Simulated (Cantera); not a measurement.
Input: 1 mol toluene, 2.4 mol H2, 26 mol N2, 0.55 mol O2, at 8.10 mbar.

Method: chemical equilibrium by Gibbs-energy minimisation in Cantera with the NASA 1993 tables (ideal gas, pure condensed phases). Candidate condensed phases: C, C6H6, C7H8, C8H18, H2O; 136 gas species. Rates play no part. All values below are at 2825 K.

Base state: N2 0.664, H 0.212, H2 0.0456, CO 0.0289, HCN 0.0253, CN 0.0101, C3 0.00529, HNC 0.00411 (mole fractions); condensed: C(graphite).

What changes in the equilibrium state with this change: N2 from 26 to 13 mol?


| species | before | after |
|---|---|---|
| N2 | 0.664 | 0.509 |
| H | 0.212 | 0.298 |
| H2 | 0.0456 | 0.0905 |
| CO | 0.0289 | 0.0450 |
| HCN | 0.0253 | 0.0311 |
| CN | 0.0101 | 0.00888 |
| C2H2 (acetylene) | 0.00165 | 0.00328 |
| C4H2 | 2.49e-5 | 4.95e-5 |
| C2H | 0.00101 | 0.00142 |
| C(graphite), mol | 3.47 | 4.10 |
